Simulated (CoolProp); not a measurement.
Vapour-liquid equilibrium of propane (1) + c-C4F8 (RC318) (2) at 16.4 bar; x and y are mole fractions of (1).

Model: multi-fluid Helmholtz-energy mixture model, Lemmon 2009 and Platzer 1990; pair parameters Bell 2016, in CoolProp. This equation is an older, rougher fit; its heat capacities, sound speeds and derivatives of the liquid may be far off and weren't checked against measurements.

Task: Give the bubble temperature and the first vapour's composition at x = 0.05, 0.2, 0.8. Is there an azeotrope?

Result: x = 0.05: 83.7 °C, y = 0.112; x = 0.2: 69.6 °C, y = 0.388; x = 0.8: 48.3 °C, y = 0.835. y crosses x between x = 0.8 and 0.95: the model has an azeotrope there.

Pair parameters are fitted to limited data, so mixtures are less certain than the pure fluids.
